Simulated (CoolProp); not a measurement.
Properties of nitrous oxide at several states.

Model: reference Helmholtz-energy equation of state, Lemmon 2006, in CoolProp. It is a short technical equation, of lower accuracy than the large ones.

```tsv
T (K)	p (bar)	phase	density (kg/m³)	cv (kJ/(kg K))	Joule-Thomson coefficient (K/MPa)	isothermal compressibility (1/MPa)
497.2	18.1	gas	19.58	0.8567	3.381	0.5611
346.4	19.2	gas	31.41	0.7560	7.784	0.5588
268.9	0.106	gas	0.2088	0.6568	13.83	94.41
470.1	105	supercritical	132.4	0.8705	3.352	0.1052
303.8	2.69	gas	4.753	0.6984	10.46	3.770
469.2	0.119	gas	0.1343	0.8322	3.937	84.04
```
